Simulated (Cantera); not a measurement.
A Cantera script and what it prints.

```python
import numpy as np
import cantera as ct

gas_names = [...]  # 113 gases of nasa_gas.yaml made of C, H, O, Ta
cond_names = """
    C(gr) C6H6(L) C7H8(L) C8H18(L),n-octa H2O(s) H2O(L) Ta(cr) Ta(L) TaC(s) TaC(L) Ta2O5(s) Ta2O5(L)
""".split()


# ... load() reads the species with a 1 bar reference pressure and builds the phases ...
atoms = {
    'Ta2O5': {'Ta': 2, 'O': 5},
    'C': {'C': 1},
    'H2': {'H': 2},
}
top_T = {'C(gr)': 4500}  # K; cautious upper limits of use, not melting points


# ... equilibrate(T, P, feed) seeds the gas with the atoms and calls Mixture.equilibrate('TP', solver="vcs", rtol=1e-11, max_steps=5000) ...
results = []
feed = {'Ta2O5': 1, 'C': 4.8, 'H2': 8.9}  # mol
P = 66000  # Pa
for T in [1800, 1850, 1900, 1950, 2000, 2050, 2100, 2150, 2200, 2250, 2300, 2350, 2400, 2450]:
    mix = equilibrate(T, P, feed)
    results.append((T, P, feed, dict(zip(mix.species_names, mix.species_moles))))

top = {s: max(r[3][s] / sum(r[3][g] for g in gas_names) for r in results) for s in gas_names}
cols = sorted((s for s in top if top[s] > 1e-05), key=lambda s: -top[s])[:7]
seen = [c for c in cond_names if any(r[3].get(c, 0) > 1e-12 for r in results)]
print("log10 of partial pressures in bar; condensed amounts in mol")
print(f"{'T/K':>10s}" + "".join(f"{s[:9]:>10s}" for s in cols + seen))
for T, P, feed, n in results:
    ng = sum(n[g] for g in gas_names)
    print(f"{T:10.4g}" + "".join(f"{np.log10(max(n[s] / ng * P / 1e5, 1e-99)):10.3f}" for s in cols)
          + "".join(f"{n.get(c, 0):10.4g}" for c in seen))
```

Output:

```
log10 of partial pressures in bar; condensed amounts in mol
       T/K        H2        CO         H       H2O      TaO2       CO2       TaO    Ta(cr)    TaC(s)  Ta2O5(s)  Ta2O5(L)
      1800    -0.324    -0.738    -3.608    -2.643    -8.086    -3.640    -9.635         0     1.385    0.3076         0
      1850    -0.324    -0.738    -3.431    -2.622    -7.582    -3.641    -9.040         0     1.385    0.3073         0
      1900    -0.324    -0.738    -3.263    -2.603    -7.105    -3.641    -8.477         0     1.386     0.307         0
      1950    -0.324    -0.738    -3.103    -2.585    -6.653    -3.642    -7.944         0     1.387    0.3067         0
      2000    -0.325    -0.739    -2.951    -2.568    -6.225    -3.643    -7.438         0     1.387    0.3065         0
      2050    -0.325    -0.739    -2.807    -2.552    -5.819    -3.643    -6.957         0     1.388    0.3062         0
      2100    -0.326    -0.739    -2.669    -2.546    -5.460    -3.653    -6.518         0     1.388         0    0.3061
      2150    -0.326    -0.739    -2.538    -2.542    -5.123    -3.664    -6.104         0     1.388         0     0.306
      2200    -0.327    -0.740    -2.413    -2.539    -4.804    -3.674    -5.709         0     1.388         0    0.3058
      2250    -0.328    -0.740    -2.293    -2.536    -4.499    -3.684    -5.333         0     1.388         0    0.3057
      2300    -0.329    -0.740    -2.179    -2.534    -4.209    -3.694    -4.974         0     1.388         0    0.3053
      2350    -0.331    -0.741    -2.070    -2.533    -3.933    -3.704    -4.631         0     1.388         0    0.3048
      2400    -0.333    -0.742    -1.965    -2.533    -3.669    -3.714    -4.303         0     1.387         0    0.3039
      2450    -0.382    -0.641    -1.888    -2.536    -3.440    -3.577    -4.056     1.944         0         0   0.02317
```

These are equilibrium values from Cantera (NASA tables, ideal gas, pure condensed phases), not measurements of a reactor. Mutual solubility and eutectic melting of coexisting phases are not modelled. TaC: taken at fixed stoichiometry. Condensed phases not in the tables: Ta2C, N, O or C dissolved in the metal.
